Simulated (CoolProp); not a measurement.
A single-stage vapour-compression cycle with R1132(E): evaporating at 274.15 K (dew point), condensing at 334.15 K (bubble point), superheat 8 K, subcooling 0 K, compressor efficiency 0.9, no pressure losses. Each further row changes one setting.

Values from CoolProp's reference Helmholtz-energy equation of state, Akasaka 2024.

| case | cooling COP | pressure ratio | discharge temperature (K) | refrigerating effect (kJ/kg) | volumetric capacity (kJ/m³) |
|---|---|---|---|---|---|
| as stated | [?] | 4.54 | 367.7 | 137 | 3630 |
| evaporating temperature 279.15 K | 2.78 | 3.90 | 365.3 | 140 | 4290 |
| condensing temperature 329.15 K | 2.86 | 4.08 | 360.9 | 150 | [?] |
| subcooling 5 K | 2.68 | 4.54 | 367.7 | 151 | 3990 |
| superheat 18 K | 2.48 | 4.54 | 377.5 | 148 | 3710 |
| compressor efficiency 0.8 | [?] | 4.54 | 372.5 | 137 | 3630 |

Task: Complete the blanks.

Result: 
- as stated, cooling COP: 2.43
- condensing temperature 329.15 K, volumetric capacity (kJ/m³): 3960
- compressor efficiency 0.8, cooling COP: 2.16
